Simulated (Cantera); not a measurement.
A closed system holds: 1 mol Si, 0.016 mol CO₂, 3.5 mol N₂, at 1 atm.

Cantera equilibrium calculation (NASA polynomials, part measured and part estimated; ideal gas, pure solids and liquids). Candidate condensed phases: C, Si, SiC, SiO₂, Si₂N₂O, Si₃N₄; 34 gas species. N₂ is the only nitrogen source here; it is nearly inert below about 1500 K, so the nitride shown seldom forms there in practice. Mutual solubility and eutectic melting of coexisting phases are not modelled. Kinetics and transport are ignored.

x: gas mole fraction; n: condensed amount in mol.

```tsv
T (K)	x N₂	x CO	x SiO	x C₂N₂	x Si	x SiN	x CN	n C(graphite)	n Si₂N₂O(s)	n Si₃N₄(s)	n SiC(s)
625	1.00	<1e-12	<1e-12	<1e-12	<1e-12	<1e-12	<1e-12	0.0160	0.0320	0.312	0
725	1.00	<1e-12	<1e-12	<1e-12	<1e-12	<1e-12	<1e-12	0.0160	0.0320	0.312	0
825	1.00	<1e-12	<1e-12	<1e-12	<1e-12	<1e-12	<1e-12	0.0160	0.0320	0.312	0
925	1.00	?	<1e-12	<1e-12	<1e-12	<1e-12	<1e-12	0.0160	0.0320	0.312	0
1025	1.00	?	<1e-12	<1e-12	<1e-12	<1e-12	<1e-12	0.0160	0.0320	0.312	0
1125	1.00	?	<1e-12	<1e-12	<1e-12	<1e-12	<1e-12	0.0160	0.0320	0.312	0
1225	1.00	?	<1e-12	1.25e-11	<1e-12	<1e-12	<1e-12	0.0160	0.0320	0.312	0
1325	1.000	?	6.68e-11	1.26e-10	<1e-12	<1e-12	<1e-12	0.0160	0.0320	0.312	0
1425	1.000	?	2.68e-9	9.26e-10	<1e-12	1.32e-12	1.43e-11	0.0159	0.0319	0.312	0
1525	1.000	?	6.57e-8	5.22e-9	3.34e-11	3.89e-11	1.61e-10	0.0156	0.0316	0.312	0
1625	0.999	?	1.08e-6	2.38e-8	9.46e-10	7.48e-10	1.34e-9	0.0141	0.0301	0.313	0
1725	0.998	?	1.26e-5	7.90e-8	1.81e-8	1.01e-8	8.08e-9	0	0.0249	0.314	0.00892
```

Fill in the missing entries.


- 925, x CO: 6.38e-12
- 1025, x CO: 4.30e-10
- 1125, x CO: 1.35e-8
- 1225, x CO: 2.41e-7
- 1325, x CO: 2.75e-6
- 1425, x CO: 2.22e-5
- 1525, x CO: 0.000135
- 1625, x CO: 0.000659
- 1725, x CO: 0.00248
